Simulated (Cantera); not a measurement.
A freely propagating, adiabatic, planar premixed flame of 29.4 % H₂, 14.8 % O₂, 55.8 % N₂, equivalence ratio 0.99, unburnt at 350 K and 3.36 atm; multicomponent transport, grid criteria slope 0.08 and curve 0.16, no radiation.

Model: the H2/O2 subset of GRI-Mech 3.0, which has no nitrogen chemistry, integrated in Cantera. The hydrogen kinetics of GRI-Mech 3.0 are dated; newer H2 mechanisms differ, most at raised pressure. Burning velocities carry a grid error of a few per cent, more on coarse grids.

x: mole fraction of selected species; z is measured from the peak of heat release.

```
z (mm)   T (K)  u (m/s)    x H₂    x O₂      x O   x H₂O₂     x OH    x H₂O
-------  -----  -------  ------  ------  -------  -------  -------  -------
-0.235     350     2.64   0.294   0.148    <1e-8    <1e-8    <1e-8    <1e-8
-0.157     350     2.64   0.294   0.148    <1e-8    <1e-8    <1e-8  5.36e-8
-0.118     350     2.64   0.293   0.148    <1e-8    <1e-8    <1e-8  7.70e-7
-0.0785    351     2.64   0.292   0.149  3.28e-8  1.43e-7    <1e-8  1.61e-5
-0.0392    394     2.90   0.272   0.152  2.36e-6  2.49e-5  9.08e-6  0.00206
-0.0196    [?]     4.98     [?]   0.146      [?]      [?]      [?]      [?]
0         1201     8.21   0.148   0.113  0.00204  5.13e-5  0.00241    0.109
0.0196     [?]     10.5     [?]     [?]      [?]      [?]      [?]      [?]
0.0392    1745     11.7  0.0511  0.0400  0.00706  3.47e-6   0.0108    0.239
0.0785    1937     12.9  0.0359  0.0247  0.00657  1.88e-6   0.0143    0.267
0.157     2103     13.9  0.0300  0.0190  0.00447  1.10e-6   0.0144    0.283
0.314     2236     14.7  0.0236  0.0149  0.00263  7.39e-7   0.0128    0.297
0.628     2329     15.2  0.0174  0.0117  0.00147  5.34e-7   0.0105    0.309
```

Some entries are withheld; supply them.


- -0.0196, T (K): 707
- -0.0196, x H₂: 0.223
- -0.0196, x O: 0.000155
- -0.0196, x H₂O₂: 0.000145
- -0.0196, x OH: 0.000890
- -0.0196, x H₂O: 0.0313
- 0.0196, T (K): 1549
- 0.0196, x H₂: 0.0833
- 0.0196, x O₂: 0.0676
- 0.0196, x O: 0.00552
- 0.0196, x H₂O₂: 6.75e-6
- 0.0196, x OH: 0.00650
- 0.0196, x H₂O: 0.192
